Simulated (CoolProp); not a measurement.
Vapour-liquid equilibrium of propylene (1) + R22 (2) at 0.251 MPa; x and y are mole fractions of (1).

Values from CoolProp's multi-fluid Helmholtz-energy mixture model, Lemmon 2013 and Kamei 1995; pair parameters Bell 2016.

| x | bubble temperature, mixture model (K) | bubble temperature, Raoult's law (K) | y, mixture model | y, Raoult's law |
|---|---|---|---|---|
| 0.05 | 252.8 | 253.4 | 0.081 | 0.061 |
| 0.125 | 251.6 | 253.0 | 0.186 | 0.151 |
| 0.2 | 250.6 | 252.5 | 0.276 | 0.238 |
| 0.275 | 249.8 | 252.0 | 0.355 | 0.322 |
| 0.35 | 249.1 | 251.6 | 0.426 | 0.403 |
| 0.425 | 248.6 | 251.1 | 0.492 | 0.481 |
| 0.5 | 248.2 | 250.6 | 0.555 | 0.557 |
| 0.575 | 247.8 | 250.2 | 0.615 | 0.630 |
| 0.65 | 247.6 | 249.7 | 0.676 | 0.701 |
| 0.725 | 247.4 | 249.3 | 0.737 | 0.769 |
| 0.8 | 247.3 | 248.8 | 0.802 | 0.835 |
| 0.875 | 247.4 | 248.4 | 0.870 | 0.899 |
| 0.95 | 247.5 | 248.0 | 0.945 | 0.960 |

The largest gap from Raoult's law is -2.5 K in bubble temperature, at x = 0.425. y crosses x between x = 0.8 and 0.875: the model has an azeotrope there.

The pair parameters rest on a limited set of measurements; away from them the model extrapolates.
